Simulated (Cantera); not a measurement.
Feed: 1 mol Al(CH₃)₃, 0.64 mol N₂, 3.2 mol H₂, 47 mol N₂O, held at 2175 K and 11.0 Pa.

Equilibrium computed with Cantera from the NASA thermochemical tables; the gas is ideal and each condensed phase is pure. Candidate condensed phases: Al, AlN, Al₂O₃, C, C₆H₆, C₇H₈, C₈H₁₈, H₂O; 148 gas species. The feed counts by its element totals alone. Equilibrium is a limit: real reactors are often held back by kinetics, nucleation or transport.

Base state: N₂ 0.572, O₂ 0.163, O 0.0888, H 0.0474, H₂O 0.0452, OH 0.0277, CO 0.0197, CO₂ 0.0165 (mole fractions); condensed: Al₂O₃(s).

### Question
What changes in the equilibrium state with this change: H₂ from 3.2 to 49 mol?

### Answer
| species | before | after |
|---|---|---|
| N₂ | 0.572 | 0.382 |
| H₂O | 0.0452 | 0.209 |
| H | 0.0474 | 0.162 |
| O₂ | 0.163 | 0.0256 |
| H₂ | 0.0104 | 0.121 |
| CO₂ | 0.0165 | 0.00601 |
| O | 0.0888 | 0.0351 |
| OH | 0.0277 | 0.0375 |
| CO | 0.0197 | 0.0181 |
| AlO₂H | 5.82e-5 | 0.000125 |
| AlOH | 3.06e-6 | 1.67e-5 |
| NO | 0.00896 | 0.00290 |
| AlO | 2.97e-5 | 4.71e-5 |
| Al₂O₃(s), mol | 0.496 | 0.488 |
The tables' values for AlOH are old estimates; treat these amounts as uncertain.

### Question
What changes in the equilibrium state with this change: pressure from 11.0 Pa to 0.310 bar?

### Answer
```json
[
 {"species": "N₂", "before": "0.572", "after": "0.634"},
 {"species": "O₂", "before": "0.163", "after": "0.206"},
 {"species": "H₂O", "before": "0.0452", "after": "0.0999"},
 {"species": "O", "before": "0.0888", "after": "0.00188"},
 {"species": "H", "before": "0.0474", "after": "0.000172"},
 {"species": "H₂", "before": "0.0104", "after": "0.000385"},
 {"species": "CO", "before": "0.0197", "after": "0.000790"},
 {"species": "OH", "before": "0.0277", "after": "0.00600"},
 {"species": "CO₂", "before": "0.0165", "after": "0.0395"},
 {"species": "NO", "before": "0.00896", "after": "0.0106"},
 {"species": "AlO₂H", "before": "5.82e-5", "after": "1.63e-6"},
 {"species": "AlO", "before": "2.97e-5", "after": "1.36e-9"},
 {"species": "Al₂O₃(s), mol", "before": "0.496", "after": "0.500"}
]
```
Gases not in the tables: Al(OH)₃.

### Question
What changes in the equilibrium state with this change: temperature from 2175 K to 1375 K?

### Answer
| species | before | after |
|---|---|---|
| N₂ | 0.572 | 0.641 |
| O₂ | 0.163 | 0.214 |
| H₂O | 0.0452 | 0.104 |
| O | 0.0888 | 2.81e-5 |
| H | 0.0474 | 8.35e-7 |
| CO | 0.0197 | 5.27e-6 |
| H₂ | 0.0104 | 6.53e-6 |
| OH | 0.0277 | 0.000238 |
| CO₂ | 0.0165 | 0.0404 |
| AlO₂H | 5.82e-5 | <1e-9 |
| AlO | 2.97e-5 | <1e-9 |
| NO | 0.00896 | 0.000572 |
| Al₂O₃(s), mol | 0.496 | 0.500 |
